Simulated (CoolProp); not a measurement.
Vapour-liquid equilibrium of R13 (1) + CHF3 (R23) (2) at 0.0438 MPa; x and y are mole fractions of (1).

Computed with CoolProp (multi-fluid Helmholtz-energy mixture model, Platzer 1990 and Penoncello 2003; pair parameters Bell 2016). This equation is an older, rougher fit; its heat capacities, sound speeds and derivatives of the liquid may be far off and weren't checked against measurements.

### Question
Give the bubble temperature and the first vapour's composition at x = 0.05, 0.2, 0.95. Is there an azeotrope?

### Answer
x = 0.05: 175.7 K, y = 0.174; x = 0.2: 172.9 K, y = 0.394; x = 0.95: 175.4 K, y = 0.841. y crosses x between x = 0.5 and 0.65: the model has an azeotrope there.

The pair parameters rest on a limited set of measurements; away from them the model extrapolates.
